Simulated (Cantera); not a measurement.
**Catalytic stagnation flow on Pt**

A jet of 1.26 % CH4, 8.35 % O2, 90.4 % N2 at 300 K and 0.300 bar hits a platinum plate 9.8 cm away at a mass flux of 0.06 kg/m²/s; the plate temperature is set and raised in steps from an oxygen-covered start.

Computed with Cantera and Deutschmann's 1995 Pt surface mechanism with GRI-Mech 3.0 gas chemistry. Catalytic surfaces can have several steady states; this one follows from the mechanism file's or the stated starting coverage.

| plate T (K) | wall x CH4 | wall x O2 | wall x H2O | wall x OH | wall x CO | wall x CO2 | θ free Pt | θ O* | θ OH* |
|---|---|---|---|---|---|---|---|---|---|
| 900 | 0.00494 | 0.0673 | 0.0142 | 1.59e-8 | 1.71e-6 | 0.00933 | 0.165 | 0.833 | 0.00161 |
| 950 | 0.00306 | 0.0634 | 0.0177 | 4.65e-8 | 1.46e-6 | 0.0116 | 0.227 | 0.771 | 0.00165 |
| 1000 | 0.00198 | 0.0611 | 0.0196 | 1.20e-7 | 1.26e-6 | 0.0129 | 0.291 | 0.707 | 0.00157 |
| 1050 | 0.00135 | 0.0598 | 0.0207 | 2.79e-7 | 1.14e-6 | 0.0136 | 0.356 | 0.642 | 0.00144 |
| 1100 | 0.000882 | 0.0590 | 0.0214 | 6.16e-7 | 1.59e-6 | 0.0140 | 0.421 | 0.578 | 0.00129 |
| 1150 | 0.000577 | 0.0584 | 0.0220 | 1.22e-6 | 2.03e-6 | 0.0143 | 0.483 | 0.516 | 0.00115 |
| 1200 | 0.000342 | 0.0579 | 0.0225 | 2.28e-6 | 2.56e-6 | 0.0146 | 0.543 | 0.456 | 0.00102 |
x: mole fraction at the wall; θ: surface coverage.
